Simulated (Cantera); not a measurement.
A perfectly stirred reactor is fed with C2H6 : N2 = 1 : 26 (molar parts), at 0.000120 bar; it is held at 1675 K, and followed from long to short residence time.

Detailed kinetics in Cantera: GRI-Mech 3.0 (53 species, 325 reactions). GRI-Mech 3.0 stops at C3 and has no aromatics, soot or wall deposition, so with more carbon than oxygen in the feed, carbon stays in small species such as C2H2 where larger ones or solid carbon would form. Radical loss at walls, strong at low pressure, is not modelled.

Q: What does this change do: pressure from 0.000120 bar to 0.000320 bar?

A: 
```
quantity                  before     after
----------------------  --------  --------
x(C2H6) at τ = 0.950 s   0.00140  0.000595
x(H2) at τ = 0.950 s      0.0428    0.0502
x(CH3) at τ = 0.950 s    0.00550   0.00338
x(CH4) at τ = 0.950 s    0.00891   0.00790
x(CH2) at τ = 0.950 s    3.33e-5   2.31e-5
x(C2H6) at τ = 12.0 ms    0.0316    0.0234
x(H2) at τ = 12.0 ms     0.00106   0.00570
x(CH3) at τ = 12.0 ms    0.00722    0.0117
x(CH4) at τ = 12.0 ms   0.000304   0.00140
x(CH2) at τ = 12.0 ms    1.25e-5   3.20e-5
```

Q: What does this change do: 1.5 parts H2O added?

A: 
| quantity | before | after |
|---|---|---|
| x(C2H6) at τ = 0.950 s | 0.00140 | 0.00117 |
| x(H2) at τ = 0.950 s | 0.0428 | 0.0439 |
| x(CH3) at τ = 0.950 s | 0.00550 | 0.00497 |
| x(CH4) at τ = 0.950 s | 0.00891 | 0.00819 |
| x(CH2) at τ = 0.950 s | 3.33e-5 | 3.58e-5 |
| x(C2H6) at τ = 12.0 ms | 0.0316 | 0.0289 |
| x(H2) at τ = 12.0 ms | 0.00106 | 0.00133 |
| x(CH3) at τ = 12.0 ms | 0.00722 | 0.00798 |
| x(CH4) at τ = 12.0 ms | 0.000304 | 0.000378 |
| x(CH2) at τ = 12.0 ms | 1.25e-5 | 1.66e-5 |
